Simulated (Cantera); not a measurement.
Input (Python, Cantera) and output of one run.

```python
import numpy as np
import cantera as ct

gas_names = """
    H HO2 H2 H2O H2O2 Nb NbO NbO2 O OH O2 O3
""".split()
cond_names = """
    H2O(s) H2O(L) Nb(cr) Nb(L) NbO(s) NbO(L) NbO2(I) NbO2(II) NbO2(III) NbO2(L) Nb2O5(s) Nb2O5(L)
""".split()


# ... load() reads the species with a 1 bar reference pressure and builds the phases ...
atoms = {
    'Nb2O5': {'Nb': 2, 'O': 5},
    'H2': {'H': 2},
    'H2O': {'H': 2, 'O': 1},
}
top_T = {}  # K; cautious upper limits of use, not melting points


# ... equilibrate(T, P, feed) seeds the gas with the atoms and calls Mixture.equilibrate('TP', solver="vcs", rtol=1e-11, max_steps=5000) ...
results = []
feed = {'Nb2O5': 1, 'H2': 2500, 'H2O': 0.056}  # mol
T = 2000  # K
P = 101325  # Pa
mix = equilibrate(T, P, feed)
results.append((T, P, feed, dict(zip(mix.species_names, mix.species_moles))))
print(gas.report(threshold=1e-05))
for i in range(1, mix.n_phases):
    print(f"{mix.phase(i).name:16s} {mix.phase_moles(i):12.5e} mol")
```

It prints:

```
       temperature   2000 K
          pressure   1.0132e+05 Pa
           density   0.012421 kg/m^3
  mean mol. weight   2.0385 kg/kmol
   phase of matter   gas

                          1 kg             1 kmol
                     ---------------   ---------------
          enthalpy        2.5988e+07        5.2976e+07  J
   internal energy         1.783e+07        3.6347e+07  J
           entropy             92523        1.8861e+05  J/K
    Gibbs function       -1.5906e+08       -3.2424e+08  J
 heat capacity c_p             16777             34200  J/K
 heat capacity c_v             12698             25885  J/K

                      mass frac. Y      mole frac. X     chem. pot. / RT
                     ---------------   ---------------   ---------------
                 H        0.00079762          0.001613           -9.7352
                H2           0.98589           0.99688            -19.47
               H2O           0.01327         0.0015015           -48.501
     [   +9 minor]        4.1887e-05         9.133e-07

Nb(cr)            7.02786e-01 mol
NbO(s)            1.29554e+00 mol
NbO2(III)         0.00000e+00 mol
Nb2O5(L)          0.00000e+00 mol
```

Method: chemical equilibrium by Gibbs-energy minimisation in Cantera with the NASA 1993 tables (ideal gas, pure condensed phases). Mutual solubility and eutectic melting of coexisting phases are not modelled. NbO: taken at fixed stoichiometry. Condensed phases not in the tables: N, O or C dissolved in the metal.
